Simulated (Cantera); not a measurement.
## Thermodynamics of calcination and drying, feed LiOH + H₂O

Input: 1 mol LiOH, 0.014 mol H₂O, equilibrated at 6.80 mbar.

These are equilibrium values from Cantera (NASA tables, ideal gas, pure condensed phases), not measurements of a reactor. Candidate condensed phases: H₂O, Li, LiH, LiOH, Li₂O; 17 gas species. Kinetics and transport are ignored.

From 950 K to 1750 K the condensed part is Li₂O(s). From 1850 K to 2050 K nothing is condensed. The main Li-bearing gas is LiOH throughout.

| T (K) | x H₂O | x LiOH | x Li | x Li₂O | x O₂ | x OH | n Li₂O(s) |
|---|---|---|---|---|---|---|---|
| 950 | 1.000 | 8.20e-5 | <1e-12 | 1.29e-12 | 2.28e-7 | 1.46e-8 | 0.500 |
| 1050 | 0.999 | 0.000764 | 1.37e-10 | 2.14e-10 | 1.66e-6 | 1.70e-7 | 0.500 |
| 1150 | 0.995 | 0.00467 | 8.17e-9 | 1.36e-8 | 8.55e-6 | 1.29e-6 | 0.499 |
| 1250 | 0.979 | 0.0210 | 2.50e-7 | 4.32e-7 | 3.36e-5 | 7.04e-6 | 0.494 |
| 1350 | 0.926 | 0.0735 | 4.58e-6 | 8.07e-6 | 0.000105 | 2.91e-5 | 0.480 |
| 1450 | 0.795 | 0.204 | 5.63e-5 | 9.85e-5 | 0.000269 | 9.26e-5 | 0.441 |
| 1550 | 0.557 | 0.439 | 0.000502 | 0.000855 | 0.000577 | 0.000224 | 0.354 |
| 1650 | 0.279 | 0.708 | 0.00331 | 0.00561 | 0.00127 | 0.000416 | 0.207 |
| 1750 | 0.0955 | 0.853 | 0.0156 | 0.0293 | 0.00394 | 0.000637 | 0.0441 |
| 1850 | 0.0743 | 0.832 | 0.0377 | 0.0430 | 0.00918 | 0.00127 | 0 |
| 1950 | 0.0847 | 0.783 | 0.0695 | 0.0392 | 0.0168 | 0.00271 | 0 |
| 2050 | 0.0978 | 0.712 | 0.116 | 0.0324 | 0.0277 | 0.00539 | 0 |
x: gas mole fraction; n: condensed amount in mol.
